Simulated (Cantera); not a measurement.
Input (Python, Cantera) and output of one run.

```python
import numpy as np
import cantera as ct

gas_names = """
    Br Br2 H HBr H2 N NH NH2 NH3 N2 N2H2 N2H4 Si SiBr SiBr2 SiBr3 SiBr4 SiH SiHBr3 SiH2 SiH2Br2 SiH3
    SiH3Br SiH4 SiN Si2 Si2N Si3
""".split()
cond_names = """
    Br2(cr) Br2(L) Si(cr) Si(L) Si3N4(a)
""".split()


# ... load() reads the species with a 1 bar reference pressure and builds the phases ...
atoms = {
    'Si': {'Si': 1},
    'HBr': {'H': 1, 'Br': 1},
    'N2': {'N': 2},
}
top_T = {'Si3N4(a)': 2400}  # K; cautious upper limits of use, not melting points


# ... equilibrate(T, P, feed) seeds the gas with the atoms and calls Mixture.equilibrate('TP', solver="vcs", rtol=1e-11, max_steps=5000) ...
results = []
feed = {'Si': 1, 'HBr': 12, 'N2': 12}  # mol
P = 32000  # Pa
for T in [750, 825, 900, 975, 1050, 1125, 1200, 1275, 1350, 1425, 1500, 1575]:
    mix = equilibrate(T, P, feed)
    results.append((T, P, feed, dict(zip(mix.species_names, mix.species_moles))))

top = {s: max(r[3][s] / sum(r[3][g] for g in gas_names) for r in results) for s in gas_names}
cols = sorted((s for s in top if top[s] > 0.0001), key=lambda s: -top[s])[:7]
seen = [c for c in cond_names if any(r[3].get(c, 0) > 1e-12 for r in results)]
print("log10 of partial pressures in bar; condensed amounts in mol")
print(f"{'T/K':>10s}" + "".join(f"{s[:9]:>10s}" for s in cols + seen))
for T, P, feed, n in results:
    ng = sum(n[g] for g in gas_names)
    print(f"{T:10.4g}" + "".join(f"{np.log10(max(n[s] / ng * P / 1e5, 1e-99)):10.3f}" for s in cols)
          + "".join(f"{n.get(c, 0):10.4g}" for c in seen))
```

Output:

```
log10 of partial pressures in bar; condensed amounts in mol
       T/K        N2       HBr        H2     SiBr4     SiBr2        Br     SiBr3  Si3N4(a)
       750    -0.777    -0.953    -1.556    -1.857   -11.937    -8.227    -8.650         0
       825    -0.777    -0.953    -1.556    -1.857   -10.151    -7.271    -7.554         0
       900    -0.777    -0.953    -1.556    -1.857    -8.669    -6.471    -6.644         0
       975    -0.777    -0.953    -1.556    -1.857    -7.421    -5.794    -5.877         0
      1050    -0.777    -0.953    -1.556    -1.857    -6.356    -5.212    -5.222         0
      1125    -0.777    -0.953    -1.556    -1.859    -5.437    -4.706    -4.657         0
      1200    -0.778    -0.953    -1.558    -1.863    -4.642    -4.261    -4.169 0.0009891
      1275    -0.778    -0.951    -1.562    -1.871    -3.951    -3.867    -3.746  0.001741
      1350    -0.778    -0.950    -1.566    -1.889    -3.351    -3.514    -3.382         0
      1425    -0.780    -0.945    -1.583    -1.937    -2.871    -3.188    -3.101         0
      1500    -0.783    -0.936    -1.614    -2.031    -2.514    -2.881    -2.911         0
      1575    -0.788    -0.926    -1.653    -2.181    -2.271    -2.597    -2.811         0
```

Cantera equilibrium calculation (NASA polynomials, part measured and part estimated; ideal gas, pure solids and liquids). N2 is the only nitrogen source here; it is nearly inert below about 1500 K, so the nitride shown seldom forms there in practice. The tables' values for SiBr3 are old estimates; treat these amounts as uncertain.
